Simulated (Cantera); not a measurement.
A closed system holds: 1 mol Pb, 0.076 mol H2, 2 mol N2, equilibrated at 1125 K.

These are equilibrium values from Cantera (NASA tables, ideal gas, pure condensed phases), not measurements of a reactor. Candidate condensed phases: Pb; 11 gas species. Equilibrium is a limit: real reactors are often held back by kinetics, nucleation or transport.

Problem. What share of the Pb ends up in condensed phases as a function of P (Pa), at 10, 42, 180, 750, 3200, 13000, 56000, 240000, 1000000?

Solution. 
```
P (Pa)   Pb condensed (%)     as
-------  ----------------  -----
10                    0.0      -
42                    0.0      -
180                  75.6  Pb(l)
750                  94.6  Pb(l)
3200                 98.8  Pb(l)
13000                99.7  Pb(l)
56000                99.9  Pb(l)
240000              100.0  Pb(l)
1000000             100.0  Pb(l)
```
